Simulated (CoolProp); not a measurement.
The numbers come from the reference Helmholtz-energy equation of state, Lemmon 2006 in CoolProp. It is a short technical equation, of lower accuracy than the large ones.

Q: Give the vapour pressure (MPa), vapour density (kg/m³), enthalpy of vaporisation (kJ/kg) of saturated CH3F (R41) at -78.05 °C.

A: 
| T (°C) | p (MPa) | vapour density (kg/m³) | enthalpy of vaporisation (kJ/kg) |
|---|---|---|---|
| -78.05 | 0.103 | 2.26 | 487 |
